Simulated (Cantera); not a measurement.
Charge: 1 mol SiCl4, 1.1 mol HCl, 11 mol H2, held at 0.133 bar.

Cantera equilibrium calculation (NASA polynomials, part measured and part estimated; ideal gas, pure solids and liquids). Candidate condensed phases: Si; 19 gas species. The tables' values for SiCl3 are old estimates; treat these amounts as uncertain. The numbers say what is thermodynamically allowed, not how fast it happens.

x: gas mole fraction; nothing condenses.

```json
[
 {"T (°C)": "427", "x H2": "0.840", "x HCl": "0.0841", "x SiCl4": "0.0762", "x SiCl2": "4.43e-12", "x SiCl3": "3.20e-8", "x SiHCl3": "0.000155"},
 {"T (°C)": "527", "x H2": "0.839", "x HCl": "0.0846", "x SiCl4": "0.0757", "x SiCl2": "2.89e-9", "x SiCl3": "1.40e-6", "x SiHCl3": "0.000678"},
 {"T (°C)": "627", "x H2": "0.838", "x HCl": "0.0861", "x SiCl4": "0.0743", "x SiCl2": "4.19e-7", "x SiCl3": "2.56e-5", "x SiHCl3": "0.00205"},
 {"T (°C)": "727", "x H2": "0.835", "x HCl": "0.0890", "x SiCl4": "0.0713", "x SiCl2": "…", "x SiCl3": "0.000246", "x SiHCl3": "…"},
 {"T (°C)": "827", "x H2": "0.829", "x HCl": "0.0949", "x SiCl4": "0.0658", "x SiCl2": "0.000430", "x SiCl3": "0.00142", "x SiHCl3": "0.00848"},
 {"T (°C)": "927", "x H2": "0.816", "x HCl": "0.108", "x SiCl4": "0.0552", "x SiCl2": "0.00404", "x SiCl3": "0.00504", "x SiHCl3": "0.0113"},
 {"T (°C)": "1027", "x H2": "0.789", "x HCl": "…", "x SiCl4": "…", "x SiCl2": "…", "x SiCl3": "0.0102", "x SiHCl3": "…"},
 {"T (°C)": "1127", "x H2": "0.757", "x HCl": "0.170", "x SiCl4": "0.0190", "x SiCl2": "0.0354", "x SiCl3": "0.0126", "x SiHCl3": "0.00597"}
]
```

Task: Some entries are withheld; supply them.

Result: 
- 1027, x HCl: 0.136
- 1027, x SiCl4: 0.0377
- 1027, x SiCl2: 0.0165
- 1027, x SiHCl3: 0.00995
- 727, x SiCl2: 2.05e-5
- 727, x SiHCl3: 0.00471
